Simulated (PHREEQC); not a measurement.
Dissolve 160 mmol/kgw ZnSO4 at 65 °C. Closed to the air; pH follows from the charge balance.

All values are PHREEQC results (ion-association model, phreeqc.dat), not measurements.

No solid was allowed to form.

Question: Estimate the pH.

Answer: pH 5.09.

Question: In which forms is S present?

Answer: ZnSO4 40 %, SO4-2 35 %, Zn(SO4)2-2 25 % of the S.

Away from 25 °C the constants follow the database's enthalpies or fits; those with neither stay at their 25 °C values.
